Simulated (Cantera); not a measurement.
## Adiabatic ignition

An adiabatic, constant-volume homogeneous reactor starts with CH4 : C2H6 : O2 : N2 : H2 = 1 : 0.091 : 3.51 : 13.2 : 0.19 (molar parts), equivalence ratio 0.69, at 1425 K and 0.375 atm.

Detailed kinetics in Cantera: GRI-Mech 3.0 (53 species, 325 reactions).

| t (s) | T (K) | P (bar) | x CH4 | x C2H6 | x O2 | x H | x HCN | x H2O2 |
|---|---|---|---|---|---|---|---|---|
| 2.00e-6 | 1425 | 0.380 | 0.0556 | 0.00506 | 0.195 | 1.00e-8 | <1e-12 | 1.70e-11 |
| 7.29e-6 | 1425 | 0.380 | 0.0556 | 0.00505 | 0.195 | 4.81e-8 | <1e-12 | 2.46e-10 |
| 2.65e-5 | 1425 | 0.380 | 0.0556 | 0.00504 | 0.195 | 2.47e-7 | <1e-12 | 5.58e-9 |
| 9.67e-5 | 1424 | 0.380 | 0.0555 | 0.00498 | 0.195 | 1.45e-6 | <1e-12 | 1.83e-7 |
| 0.000352 | 1435 | 0.383 | 0.0533 | 0.00420 | 0.193 | 2.56e-5 | 8.97e-12 | 4.30e-6 |
| 0.00128 | 2677 | 0.733 | <1e-12 | <1e-12 | 0.0628 | 0.00559 | 4.32e-11 | 2.36e-7 |
| 0.00468 | 2675 | 0.731 | <1e-12 | <1e-12 | 0.0589 | 0.00518 | 1.04e-10 | 2.36e-7 |
| 0.0170 | 2669 | 0.729 | <1e-12 | <1e-12 | 0.0570 | 0.00507 | 1.30e-10 | 2.30e-7 |
| 0.0620 | 2669 | 0.729 | <1e-12 | <1e-12 | 0.0569 | 0.00507 | 1.30e-10 | 2.30e-7 |
| 0.226 | 2669 | 0.729 | <1e-12 | <1e-12 | 0.0569 | 0.00507 | 1.30e-10 | 2.30e-7 |
| 0.823 | 2669 | 0.729 | <1e-12 | <1e-12 | 0.0569 | 0.00507 | 1.30e-10 | 2.30e-7 |
| 3.00 | 2669 | 0.729 | <1e-12 | <1e-12 | 0.0569 | 0.00507 | 1.30e-10 | 2.30e-7 |
x: mole fraction; the columns are a selection and need not sum to one.

The time of steepest temperature rise is 0.602 ms, the temperature at 3.00 s is 2669 K and the equilibrium temperature is 2669 K. The x(CH4) at 3.00 s comes out as <1e-12 (gas-phase equilibrium <1e-12) and the x(C2H6) at 3.00 s is <1e-12 (gas-phase equilibrium <1e-12). The x(O2) at 3.00 s is 0.0569 (gas-phase equilibrium 0.0569).
